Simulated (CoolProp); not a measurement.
A Linde-Hampson liquefier for nitrogen: isothermal reversible compression at 250 K from 1 atm to 30 MPa, throttling to 1 atm, return gas leaving the recuperator 2 K below the feed. Each further row changes one setting.

Values from CoolProp's reference Helmholtz-energy equation of state, Span 2000.

| case | liquid yield per pass | compression work (kJ/kg of gas) |
|---|---|---|
| as stated | 0.145 | 418 |
| high pressure 60 MPa | 0.134 | 485 |
| warm-end temperature 280 K | 0.105 | 474 |
| warm-end gap 7 K | 0.134 | 418 |
